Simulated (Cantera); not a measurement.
A perfectly stirred reactor is fed with CO : H2 : O2 : N2 = 1 : 0.04 : 0.584 : 2.2 (molar parts), equivalence ratio 0.89, at 3080 Torr; it is adiabatic with a 373 K inlet, and is followed from long to short residence time, starting on the burning branch (τ in s: 0.12, 0.044, 0.017, 0.0062, 0.0023, 0.00087, 0.00033, 0.00012, 4.6e-05, 1.7e-05, 6.4e-06).

Model: GRI-Mech 3.0 (53 species, 325 reactions), integrated in Cantera. The hydrogen kinetics of GRI-Mech 3.0 are dated; newer H2 mechanisms differ, most at raised pressure.

Q: What does this change do: inlet temperature 373 to 725 K?

A: 
```
quantity                                                                       before                               after
------------------------------------------------  -----------------------------------  ----------------------------------
blow-out, bracketed by the residence times tried  burning at 0.120 ms, out at 46.0 µs  burning at 46.0 µs, out at 17.0 µs
x(CO) at τ = 0.120 s                                                           0.0201                              0.0364
x(H2) at τ = 0.120 s                                                         0.000135                            0.000227
x(O2) at τ = 0.120 s                                                           0.0259                              0.0316
x(O) at τ = 0.120 s                                                          0.000756                             0.00170
x(NO) at τ = 0.120 s                                                          0.00541                             0.00859
x(CO) at τ = 0.870 ms                                                          0.0596                              0.0678
x(H2) at τ = 0.870 ms                                                        0.000435                            0.000448
x(O2) at τ = 0.870 ms                                                          0.0458                              0.0486
x(O) at τ = 0.870 ms                                                          0.00473                             0.00564
x(NO) at τ = 0.870 ms                                                        0.000386                             0.00133
```
